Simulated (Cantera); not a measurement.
A Cantera script and its output.

```python
import numpy as np
import cantera as ct

gas = ct.Solution("gri30.yaml")
gas.TPX = 1425, 1000000, {'CH3OH': 0.0061, 'O2': 0.0044, 'N2': 1}
reactor = ct.IdealGasConstPressureReactor(gas, energy="off", clone=False)
net = ct.ReactorNet([reactor])
net.rtol, net.atol = 1e-08, 1e-18
show = ['CH3OH', 'O2', 'NO2', 'C2H2', 'C2H', 'CH2CO']
times = np.geomspace(0.0009, 2, 11)

steps = ct.SolutionArray(gas, extra=["t"])
rows = []
print(f"{'t/s':>10s}{'T/K':>9s}{'P/Pa':>11s}" + "".join(f"{s:>11s}" for s in show))
for t in times:
    while net.time < t:
        t_next = net.step()
        steps.append(gas.state, t=t_next)
    rows.append([np.interp(t, steps.t, y) for y in (steps.T, steps.P, *steps(*show).X.T)])
    print(f"{t:10.3e}{rows[-1][0]:9.1f}{rows[-1][1]:11.4g}" + "".join(f"{x:11.3e}" for x in rows[-1][2:]))
rate = np.gradient(steps.T, steps.t)
print("integrator steps:", len(steps.t))
if steps.T.max() > steps.T[0] + 200:
    print(f"time of steepest temperature rise: {steps.t[rate.argmax()]:.4e} s")
gas.TPX = 1425, 1000000, {'CH3OH': 0.0061, 'O2': 0.0044, 'N2': 1}
gas.equilibrate("TP")
print(f"equilibrium (TP): T = {gas.T:.1f} K  " + "  ".join(f"{s} {gas[s].X[0]:.3e}" for s in show))
```

Result:

```
       t/s      T/K       P/Pa      CH3OH         O2        NO2       C2H2        C2H      CH2CO
 9.000e-04   1425.0      1e+06  9.076e-10  1.187e-07  1.020e-12  1.353e-09  2.949e-14  1.021e-09
 1.945e-03   1425.0      1e+06  6.754e-10  1.169e-08  2.963e-13  1.674e-09  1.167e-14  9.694e-10
 4.203e-03   1425.0      1e+06  4.266e-10  1.917e-09  9.616e-14  2.141e-09  5.330e-15  7.294e-10
 9.084e-03   1425.0      1e+06  2.223e-10  4.099e-10  3.350e-14  2.560e-09  2.406e-15  4.159e-10
 1.963e-02   1425.0      1e+06  1.041e-10  1.040e-10  1.352e-14  2.803e-09  1.068e-15  1.842e-10
 4.243e-02   1425.0      1e+06  4.781e-11  2.871e-11  6.586e-15  2.906e-09  4.855e-16  6.854e-11
 9.169e-02   1425.0      1e+06  2.297e-11  7.841e-12  3.789e-15  2.938e-09  2.383e-16  2.442e-11
 1.981e-01   1425.0      1e+06  1.304e-11  1.774e-12  2.389e-15  2.941e-09  1.416e-16  1.088e-11
 4.282e-01   1425.0      1e+06  1.006e-11  2.485e-13  1.442e-15  2.929e-09  1.132e-16  7.630e-12
 9.254e-01   1425.0      1e+06  9.085e-12  7.865e-14  6.071e-16  2.902e-09  1.046e-16  6.702e-12
 2.000e+00   1425.0      1e+06  8.379e-12  6.889e-14  1.103e-16  2.845e-09  9.839e-17  6.075e-12
integrator steps: 2509
equilibrium (TP): T = 1425.0 K  CH3OH 7.444e-15  O2 6.439e-14  NO2 6.146e-18  C2H2 1.791e-16  C2H 6.097e-24  CH2CO 7.628e-16
```

Computed with Cantera and GRI-Mech 3.0 (53 species, 325 reactions). GRI-Mech 3.0 was tuned for natural gas; its chemistry of methanol as a main component is partial and can be far from experiment.
